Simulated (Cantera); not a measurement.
**Thermodynamics of abatement and gas-phase synthesis, feed HI + H₂O + H₂**

Input: 1 mol HI, 0.064 mol H₂O, 0.33 mol H₂, equilibrated at 1.13 Torr.

Equilibrium computed with Cantera from the NASA thermochemical tables; the gas is ideal and each condensed phase is pure. Candidate condensed phases: H₂O, I₂; 12 gas species. Kinetics and transport are ignored.

From 1373 K to 2773 K nothing is condensed.

```tsv
T (K)	x H	x I	x H₂	x HI	x H₂O	x O	x OH
1373	5.56e-5	0.473	0.418	0.0736	0.0351	1.02e-11	8.32e-8
1573	0.000688	0.505	0.429	0.0310	0.0343	2.67e-9	1.99e-6
1773	0.00482	0.515	0.431	0.0152	0.0339	2.06e-7	2.36e-5
1973	0.0226	0.516	0.420	0.00835	0.0334	6.74e-6	0.000170
2173	0.0770	0.504	0.382	0.00481	0.0316	0.000120	0.000852
2373	0.197	0.473	0.298	0.00267	0.0259	0.00135	0.00304
2573	0.373	0.423	0.177	0.00131	0.0125	0.00817	0.00595
2773	0.522	0.379	0.0740	0.000566	0.00207	0.0178	0.00401
```
x: gas mole fraction; nothing condenses.
